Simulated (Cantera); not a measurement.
Equilibrium for carbothermic reduction: SiO2 + CO + H2

A closed system holds: 1 mol SiO2, 1.6 mol CO, 8.1 mol H2, at 1750 °C and 1 atm.

These are equilibrium values from Cantera (NASA tables, ideal gas, pure condensed phases), not measurements of a reactor. Candidate condensed phases: C, C6H6, C7H8, C8H18, H2O, Si, SiC, SiO2; 123 gas species. The tables hold silica as quartz up to 1696 K and as liquid above; real silica turns to tridymite and cristobalite and melts near 1996 K. Equilibrium is a limit: real reactors are often held back by kinetics, nucleation or transport.

```yaml
x(H2): 0.817
x(CO): 0.163
x(SiO): 0.00929
x(H2O): 0.00891
x(H): 0.00171
x(CO2): 0.000381
x(OH): 1.94e-6
n(SiO2(l)): 0.909 mol
gas_amount: 9.799 mol
log10 activity of C(graphite) (absent): -2.79
log10 activity of Si(l) (absent): -3.25
```
